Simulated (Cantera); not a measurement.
## Nitride etching: BN + H2 + N2

Feed: 1 mol BN, 130 mol H2, a varied amount of N2, at 1875 °C and 47.0 mbar.

These are equilibrium values from Cantera (NASA tables, ideal gas, pure condensed phases), not measurements of a reactor. Candidate condensed phases: B, BN; 15 gas species. Mutual solubility and eutectic melting of coexisting phases are not modelled. The tables' values for BH2 are old estimates; treat these amounts as uncertain. Gases not in the tables: B2H6 and higher boranes. The numbers say what is thermodynamically allowed, not how fast it happens.

At 2.3 mol N2 the condensed part is B(s) + BN(s). From 4.3 mol N2 to 93 mol N2 the condensed part is BN(s). The share of B in condensed phases is highest at 93 mol N2 (96.9 %) and lowest at 2.3 mol N2 (86.1 %).

```
n(N2) (mol)   x H2    x N2     x H     x BH2      x B    x BH3     x BH  n B(s)  n BN(s)
-----------  -----  ------  ------  --------  -------  -------  -------  ------  -------
2.3          0.961  0.0196  0.0188  0.000990  2.80e-5  1.04e-5  8.22e-6   0.499    0.362
4.3          0.948  0.0321  0.0187  0.000763  2.19e-5  7.99e-6  6.38e-6       0    0.891
8            0.923  0.0577  0.0185  0.000554  1.63e-5  5.73e-6  4.69e-6       0    0.919
15           0.879   0.103  0.0180  0.000395  1.22e-5  3.99e-6  3.43e-6       0    0.939
27           0.812   0.171  0.0173  0.000283  9.49e-6  2.75e-6  2.56e-6       0    0.953
50           0.708   0.276  0.0162  0.000194  7.47e-6  1.76e-6  1.88e-6       0    0.963
93           0.571   0.414  0.0145  0.000128  6.09e-6  1.04e-6  1.38e-6       0    0.969
```
x: gas mole fraction; n: condensed amount in mol.
